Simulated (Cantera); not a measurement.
Charge: 1 mol HMDSO, 6 mol N2O, equilibrated at 0.420 Torr.

These are equilibrium values from Cantera (NASA tables, ideal gas, pure condensed phases), not measurements of a reactor. Candidate condensed phases: C, C6H6, C7H8, C8H18, H2O, Si, SiC, SiO2, Si2N2O, Si3N4; 151 gas species. The feed counts by its element totals alone. Mutual solubility and eutectic melting of coexisting phases are not modelled. The tables' values for SiN are old estimates; treat these amounts as uncertain. Gases not in the tables: Si2H6 and higher silanes. Rates play no part.

x: gas mole fraction; n: condensed amount in mol.

```tsv
T (K)	x H2	x N2	x CO	x SiO	x CO2	x H	x H2O	x Si	n C(graphite)	n SiO2(α-quartz)	n SiO2(β-quartz)	n Si2N2O(s)	n SiC(s)
650	0.502	0.363	0.0474	<1e-12	0.0500	<1e-12	0.0340	<1e-12	4.33	2.00	0	0	0
800	0.500	0.334	0.163	<1e-12	0.00147	8.65e-11	0.00107	<1e-12	3.04	2.00	0	0	0
950	0.500	0.333	0.167	<1e-12	2.60e-5	1.66e-8	4.36e-5	<1e-12	3.00	0	2.00	0	0
1100	0.467	0.279	0.254	2.94e-8	3.18e-6	7.47e-7	5.94e-6	<1e-12	1.11	0	0.741	0.629	0
1250	0.450	0.250	0.300	1.51e-5	1.64e-6	1.37e-5	3.85e-6	<1e-12	0	0	0	1.000	0
1400	0.449	0.250	0.299	0.000707	1.18e-7	0.000138	3.86e-7	9.69e-9	0	0	0	0.991	(withheld)
1550	0.418	0.267	0.262	0.0515	1.51e-7	0.000861	6.74e-7	4.73e-6	0	0	0	0.262	(withheld)
1700	0.406	0.272	0.249	0.0680	4.02e-8	0.00397	2.23e-7	0.000147	0	0	0	0	0.497
1850	0.398	0.270	0.249	0.0666	1.25e-8	0.0144	8.03e-8	0.00224	0	0	0	0	0.469
2000	0.370	0.261	0.250	0.0549	4.34e-9	0.0418	2.95e-8	0.0207	0	0	0	0	(withheld)
```

**Question.** Some entries are withheld; supply them.

**Answer.** 
- 1400, n SiC(s): 0.00307
- 1550, n SiC(s): 0.368
- 2000, n SiC(s): 0.224
